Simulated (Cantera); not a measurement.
Input (Python, Cantera):

```python
import numpy as np
import cantera as ct

gas = ct.Solution("gri30.yaml", transport_model="mixture-averaged")
show = ['CH4', 'CH3', 'C2H2']

rows = []
print(f"{'T/K':>7s}{'rho':>11s}{'cp':>10s}{'mu':>11s}{'lambda':>11s}{'Pr':>7s}" + "".join(f"{'D_' + s:>11s}" for s in show))
for T in [400, 650, 900, 1150, 1400, 1650]:
    gas.TPX = T, 320000, {'N2': 0.095, 'CH3OH': 0.46}
    Pr = gas.cp_mass * gas.viscosity / gas.thermal_conductivity
    D = [gas.mix_diff_coeffs_mole[gas.species_index(s)] for s in show]
    rows.append([gas.density, gas.cp_mass, gas.viscosity, gas.thermal_conductivity, Pr, *D])
    print(f"{T:7g}{gas.density:11.4e}{gas.cp_mass:10.1f}{gas.viscosity:11.4e}"
          f"{gas.thermal_conductivity:11.4e}{Pr:7.3f}" + "".join(f"{d:11.4e}" for d in D))
print("SI units: kg/m3, J/kg/K, Pa s, W/m/K, m2/s")
```

Result:

```
    T/K        rho        cp         mu     lambda     Pr      D_CH4      D_CH3     D_C2H2
    400 3.0167e+00    1518.9 1.4207e-05 2.8939e-02  0.746 9.3157e-06 9.3494e-06 6.7674e-06
    650 1.8564e+00    2039.7 2.2558e-05 6.0106e-02  0.766 2.2669e-05 2.2771e-05 1.6794e-05
    900 1.3407e+00    2414.0 2.9982e-05 9.3234e-02  0.776 4.0218e-05 4.0417e-05 3.0109e-05
   1150 1.0493e+00    2705.4 3.6592e-05 1.2546e-01  0.789 6.1382e-05 6.1701e-05 4.6228e-05
   1400 8.6191e-01    2911.0 4.2566e-05 1.5603e-01  0.794 8.5801e-05 8.6261e-05 6.4855e-05
   1650 7.3131e-01    3061.8 4.8046e-05 1.8475e-01  0.796 1.1323e-04 1.1385e-04 8.5793e-05
SI units: kg/m3, J/kg/K, Pa s, W/m/K, m2/s
```

Computed with Cantera and GRI-Mech 3.0 (53 species, 325 reactions). Polar gases are described roughly by these parameters. The composition is frozen, though it would react at the higher temperatures.
